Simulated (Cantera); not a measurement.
Charge: 1 mol Ni, 0.17 mol NH3, 2.4 mol H2, at 873.15 K and 29.0 mbar.

These are equilibrium values from Cantera (NASA tables, ideal gas, pure condensed phases), not measurements of a reactor. Candidate condensed phases: Ni; 10 gas species. Rates play no part.

Base state: H2 0.969, N2 0.0310 (mole fractions); condensed: Ni(s).

What changes in the equilibrium state with this change: NH3 from 0.17 to 0.49 mol?


| species | before | after |
|---|---|---|
| H2 | 0.969 | 0.928 |
| N2 | 0.0310 | 0.0725 |
| NH3 | 7.38e-6 | 1.06e-5 |
| Ni(s), mol | 1.00 | 1.00 |

What changes in the equilibrium state with this change: NH3 from 0.17 to 0.12 mol?


| species | before | after |
|---|---|---|
| H2 | 0.969 | 0.977 |
| N2 | 0.0310 | 0.0227 |
| Ni(s), mol | 1.00 | 1.00 |
